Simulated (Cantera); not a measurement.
Input: 1 mol BCl3, 0.86 mol O2, 2 mol N2, at 2348 K and 1.10 mbar.

Method: chemical equilibrium by Gibbs-energy minimisation in Cantera with the NASA 1993 tables (ideal gas, pure condensed phases). Candidate condensed phases: B, BN, B2O3; 25 gas species. The tables' values for BOCl are old estimates; treat these amounts as uncertain. The numbers say what is thermodynamically allowed, not how fast it happens.

Base state: Cl 0.502, N2 0.341, B2O3 0.0439, BO2 0.0419, BO 0.0301, O 0.0182, BOCl 0.0112, O2 0.00852 (mole fractions); condensed: gas only.

What changes in the equilibrium state with this change: BCl3 replaced by BF3?


```
species   before     after
-------  -------  --------
N2         0.341     0.407
F              0     0.238
BOF            0     0.118
Cl         0.502         0
BF3            0    0.0863
BOCl      0.0112         0
B2O3      0.0439   7.24e-9
BO        0.0301   6.89e-6
BO2       0.0419   3.02e-5
O2       0.00852    0.0848
O         0.0182    0.0573
BF2            0  0.000645
BOF2           0  0.000132
B2O2     9.82e-5     <1e-9
Cl2      5.26e-5         0
ClO      1.85e-5         0
```
The tables' values for BF2 are old estimates; treat these amounts as uncertain.
